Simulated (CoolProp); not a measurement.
Properties of nitrogen along the isotherm 71.3 K.

Values from CoolProp's reference Helmholtz-energy equation of state, Span 2000.

```tsv
p (bar)	phase	conductivity (mW/(m K))	Prandtl number	fugacity coefficient
0.0537	gas	6.44	0.802	0.9972
0.0955	gas	6.44	0.805	0.9951
0.17	gas	6.45	0.811	0.9912
0.302	gas	6.47	0.821	0.9844
0.537	liquid	157	2.67	0.8447
0.955	liquid	157	2.67	0.4761
1.7	liquid	157	2.67	0.2686
3.02	liquid	157	2.67	0.1523
5.37	liquid	157	2.68	0.08682
9.55	liquid	158	2.68	0.04999
17	liquid	158	2.69	0.02929
```

Viscosity comes from a separate model (Lemmon 2004). Thermal conductivity comes from a separate model (Lemmon 2004).
